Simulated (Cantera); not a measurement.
A closed system holds: 1 mol Si₃N₄, a varied amount of O₂, 4.7 mol H₂, at 1227 °C and 101000 Pa.

Method: chemical equilibrium by Gibbs-energy minimisation in Cantera with the NASA 1993 tables (ideal gas, pure condensed phases). Candidate condensed phases: H₂O, Si, SiO₂, Si₂N₂O, Si₃N₄; 35 gas species. Mutual solubility and eutectic melting of coexisting phases are not modelled. The tables hold silica as quartz up to 1696 K and as liquid above; real silica turns to tridymite and cristobalite and melts near 1996 K. The numbers say what is thermodynamically allowed, not how fast it happens.

x: gas mole fraction; n: condensed amount in mol.

```
n(O₂) (mol)   x H₂        x N₂       x H₂O       x NH₃      x H       x SiO  n Si₂N₂O(s)  n Si₃N₄(s)  n SiO₂(β-quartz)
-----------  -----  ----------  ----------  ----------  -------  ----------  -----------  ----------  ----------------
0.04         0.994     0.00564     2.72e-8     4.67e-6  1.74e-5     1.73e-7       0.0800       0.947                 0
0.058        0.992     0.00816     3.06e-8     5.60e-6  1.74e-5     1.53e-7        0.116       0.923                 0
0.085        0.988  (withheld)  (withheld)  (withheld)  1.74e-5  (withheld)   (withheld)       0.887                 0
0.12         0.983      0.0167     3.86e-8     7.91e-6  1.73e-5     1.20e-7        0.240       0.840                 0
0.18         0.975      0.0249     4.37e-8     9.53e-6  1.73e-5     1.05e-7        0.360       0.760                 0
0.26         0.964  (withheld)  (withheld)  (withheld)  1.72e-5  (withheld)   (withheld)  (withheld)                 0
0.38         0.949      0.0511     5.40e-8     1.31e-5  1.70e-5     8.29e-8        0.760       0.493                 0
0.55         0.928      0.0724     5.93e-8     1.51e-5  1.68e-5     7.39e-8         1.10       0.267                 0
0.79         0.899       0.101    0.000324     1.70e-5  1.66e-5     4.70e-6         1.47           0            0.0522
1.2          0.854       0.145    0.000348     1.89e-5  1.62e-5     4.16e-6         1.20           0             0.599
1.7          0.805       0.194    0.000361     2.00e-5  1.57e-5     3.78e-6        0.867           0              1.27
```

Task: Some entries are withheld; supply them.

Result: 
- 0.26, x N₂: 0.0356
- 0.26, x H₂O: 4.87e-8
- 0.26, x NH₃: 1.12e-5
- 0.26, x SiO: 9.36e-8
- 0.26, n Si₂N₂O(s): 0.520
- 0.26, n Si₃N₄(s): 0.653
- 0.085, x N₂: 0.0119
- 0.085, x H₂O: 3.46e-8
- 0.085, x NH₃: 6.73e-6
- 0.085, x SiO: 1.35e-7
- 0.085, n Si₂N₂O(s): 0.170
